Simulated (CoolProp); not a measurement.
Vapour-liquid equilibrium of R134a (1) + R245fa (2) at 219.6 K; x and y are mole fractions of (1).

Computed with CoolProp (multi-fluid Helmholtz-energy mixture model, Tillner-Roth 1994 and Akasaka 2015; pair parameters Akasaka 2014).

| x | bubble pressure, mixture model (MPa) | bubble pressure, Raoult's law (MPa) | y, mixture model | y, Raoult's law |
|---|---|---|---|---|
| 0.05 | 0.003319 | 0.003287 | 0.368 | 0.363 |
| 0.2 | 0.006610 | 0.006533 | 0.731 | 0.730 |
| 0.35 | 0.009847 | 0.009780 | 0.852 | 0.853 |
| 0.5 | 0.01306 | 0.01303 | 0.914 | 0.915 |
| 0.65 | 0.01627 | 0.01627 | 0.951 | 0.953 |
| 0.8 | 0.01950 | 0.01952 | 0.976 | 0.977 |
| 0.95 | 0.02276 | 0.02277 | 0.995 | 0.995 |

The largest gap from Raoult's law is +1.2 % in bubble pressure, at x = 0.2. No azeotrope shows between x = 0.05 and 0.95.

Pair parameters are fitted to limited data, so mixtures are less certain than the pure fluids.
